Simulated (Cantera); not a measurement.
Diamond growth

A diamond (100) surface in a fixed gas of H2 with x(CH4) = 0.012, x(H) = 0.00044, x(CH3) = 0.00083, 69.8 Torr; coverages are run to steady state.

Detailed kinetics in Cantera: the Harris–Goodwin 1993 mechanism for the reconstructed diamond (100) surface.

| T (K) | growth (µm/h) | θ c6HH | θ c6H* | θ c6*H | θ c6** | θ c6HM |
|---|---|---|---|---|---|---|
| 925 | 9.31 | 0.270 | 0.00470 | 0.121 | 0.00135 | 0.474 |
| 1000 | 14.2 | 0.314 | 0.00899 | 0.184 | 0.00293 | 0.358 |
| 1075 | 14.2 | 0.401 | 0.0174 | 0.293 | 0.00616 | 0.190 |
| 1150 | 8.20 | 0.467 | 0.0282 | 0.400 | 0.0104 | 0.0551 |
| 1225 | 4.83 | 0.476 | 0.0365 | 0.445 | 0.0135 | 0.0117 |
| 1300 | 3.83 | 0.474 | 0.0425 | 0.455 | 0.0154 | 0.00243 |
| 1375 | 2.55 | 0.480 | 0.0473 | 0.449 | 0.0168 | 0.000530 |
θ: site fractions in the mechanism's names (c6HH fully hydrogenated, c6H* and c6*H radical sites, c6** diradical, c6HM methylated).
